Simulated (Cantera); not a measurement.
An adiabatic, constant-pressure homogeneous reactor starts with 5.11 % CH₄, 0.266 % CO, 19.9 % O₂, 74.7 % N₂, at 1700 K and 1.01 bar.

Computed with Cantera and GRI-Mech 3.0 (53 species, 325 reactions).

**Question.** Predict: time of steepest temperature rise; temperature at 4.00 s; equilibrium temperature; x(CO) at 4.00 s; x(O₂) at 4.00 s; x(HCO) at 4.00 s.

**Answer.** 
```json
{
 "time_of_steepest_temperature_rise": "0.198 ms",
 "temperature at 4.00 s": "2557 K",
 "equilibrium_temperature": "2557 K",
 "x(CO) at 4.00 s": "0.00768 (gas-phase equilibrium 0.00768)",
 "x(O₂) at 4.00 s": "0.0863 (gas-phase equilibrium 0.0863)",
 "x(HCO) at 4.00 s": "1.61e-9 (gas-phase equilibrium 1.61e-9)"
}
```
